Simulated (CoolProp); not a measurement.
Ethylbenzene along the isobar 82.6 bar: fugacity coefficient from the reference equation and from simpler models built on Tc = 344.0 °C, pc = 36.22 bar, ω = 0.304; each cubic takes its own stable root.

Values from CoolProp's reference Helmholtz-energy equation of state, Zhou 2012.

```csv
T (°C),phase,reference,van der Waals,Redlich-Kwong
81.65,liquid,0.003071,0.05021,0.008445
119.55,liquid,0.01046,0.08250,0.02301
157.45,liquid,0.02725,0.1236,0.04982
195.35,liquid,0.05818,0.1726,0.09129
233.15,liquid,0.1066,0.2279,0.1476
271.05,liquid,0.1741,0.2882,0.2171
308.95,liquid,0.2586,0.3514,0.2962
346.85,supercritical,0.3552,0.4158,0.3801
```
